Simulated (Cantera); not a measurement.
Charge: 1 mol CH3SiCl3, 0.26 mol HCl, 21 mol H2, equilibrated at 0.120 bar.

Method: chemical equilibrium by Gibbs-energy minimisation in Cantera with the NASA 1993 tables (ideal gas, pure condensed phases). Candidate condensed phases: C, C6H6, C7H8, C8H18, Si, SiC; 109 gas species. The feed counts by its element totals alone. The tables' values for SiCl3 are old estimates; treat these amounts as uncertain. Equilibrium is a limit: real reactors are often held back by kinetics, nucleation or transport.

Task: At 1375 K, list the 5 most abundant gas species with their mole fractions, and the condensed phases.

Result: H2 0.866, HCl 0.133, CH4 0.000448, SiCl2 0.000253, SiCl4 0.000103. Condensed: C(graphite) + SiC(s).
